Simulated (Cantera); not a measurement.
Feed: 1 mol B, 13 mol NH₃, 0.91 mol N₂, held at 2.40 mbar.

Method: chemical equilibrium by Gibbs-energy minimisation in Cantera with the NASA 1993 tables (ideal gas, pure condensed phases). Candidate condensed phases: B, BN; 15 gas species. Rates play no part. All values below are at 1525 °C.

Base state: H₂ 0.733, N₂ 0.261, H 0.00615 (mole fractions); condensed: BN(s).

Task: What changes in the equilibrium state with this change: 0.031 mol H₂O added?

Result: 
```csv
species,before,after
H₂,0.733,0.732
N₂,0.261,0.261
H,0.00615,0.00615
HBO,0,0.00100
BO,0,0.000151
"BN(s), mol",1.000,0.969
```
Further candidate phases: B₂O₃, B₃O₃H₃, H₂O.
